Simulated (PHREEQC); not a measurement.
A solution holds 4.9 mmol/kgw LiOH, 0.0036 mmol/kgw H4SiO4 and 160 mmol/kgw Na2CO3, at 9.1 °C. Closed to the air; pH follows from the charge balance.

All values are PHREEQC results (ion-association model with the Debye-Hückel limiting law, phreeqc.dat), not measurements.

No solid was allowed to form.

Task: Order these C species by the share of C that they hold, largest first: NaCO3-, CO3-2, HCO3-.

Result: CO3-2 (90 %), NaCO3- (10.0 %), HCO3- (0.30 %)

Task: Order these Si species by the share of Si that they hold, largest first: H3SiO4-, H4SiO4, H2SiO4-2.

Result: H3SiO4- (83 %), H2SiO4-2 (17 %), H4SiO4 (0.52 %)

The pH is 11.97 and the ionic strength 0.452 mol/kgw. At this temperature some constants are extrapolated from 25 °C, and those without enthalpy data are left unchanged.
